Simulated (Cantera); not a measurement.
Input: 1 mol MgCl₂, 6.5 mol O₂, 8.2 mol N₂, at 1475 °C and 0.133 bar.

Equilibrium computed with Cantera from the NASA thermochemical tables; the gas is ideal and each condensed phase is pure. Candidate condensed phases: Mg, MgCl₂, MgO; 18 gas species. Kinetics and transport are ignored.

Base state: N₂ 0.516, O₂ 0.394, Cl 0.0462, MgCl₂ 0.0352, Cl₂ 0.00471, NO 0.00384, ClO 0.000198, O 0.000126 (mole fractions); condensed: MgO(s).

Task: What changes in the equilibrium state with this change: N₂ from 8.2 to 1.9 mol?

Result: 
```csv
species,before,after
O₂,0.394,0.659
N₂,0.516,0.198
Cl,0.0462,0.0687
MgCl₂,0.0352,0.0601
Cl₂,0.00471,0.0104
ClO,0.000198,0.000381
O,0.000126,0.000163
"MgO(s), mol",0.443,0.428
```

Task: What changes in the equilibrium state with this change: 1.7 mol Cl₂ added?

Result: 
```tsv
species	before	after
N₂	0.516	0.441
O₂	0.394	0.349
Cl	0.0462	0.120
Cl₂	0.00471	0.0317
MgCl₂	0.0352	0.0540
ClO	0.000198	0.000483
NO	0.00384	0.00335
O	0.000126	0.000119
MgO(s), mol	0.443	0
```

Task: What changes in the equilibrium state with this change: O₂ from 6.5 to 0.055 mol?

Result: 
```
species        before     after
-----------  --------  --------
N₂              0.516     0.882
MgCl₂          0.0352    0.0982
Cl             0.0462    0.0176
O₂              0.394   0.00105
ClO          0.000198   3.89e-6
O            0.000126   6.53e-6
NO            0.00384  0.000260
Cl₂           0.00471  0.000680
MgO(s), mol     0.443    0.0879
```
